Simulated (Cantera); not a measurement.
Charge: 1 mol TiC, 0.057 mol C, 2.9 mol H₂, at 1575 K and 40.0 Pa.

Equilibrium computed with Cantera from the NASA thermochemical tables; the gas is ideal and each condensed phase is pure. Candidate condensed phases: C, C₆H₆, C₇H₈, C₈H₁₈, Ti, TiC; 77 gas species. TiC: taken at fixed stoichiometry. Kinetics and transport are ignored.

Base state: H₂ 0.998, H 0.00208, C₂H₂ (acetylene) 2.11e-5 (mole fractions); condensed: C(graphite) + TiC(s).

**Question.** What changes in the equilibrium state with this change: pressure from 40.0 Pa to 1.00 bar?

**Answer.** 
```
species            before    after
----------------  -------  -------
H₂                  0.998    0.998
CH₄               7.24e-7  0.00181
H                 0.00208  4.15e-5
C₂H₂ (acetylene)  2.11e-5  2.11e-5
C(graphite), mol   0.0569   0.0516
TiC(s), mol          1.00     1.00
```

**Question.** What changes in the equilibrium state with this change: pressure from 40.0 Pa to 1.70 Pa?

**Answer.** 
```tsv
species	before	after
H₂	0.998	0.990
H	0.00208	0.0100
C₂H₂ (acetylene)	2.11e-5	2.09e-5
C(graphite), mol	0.0569	0.0569
TiC(s), mol	1.00	1.00
```
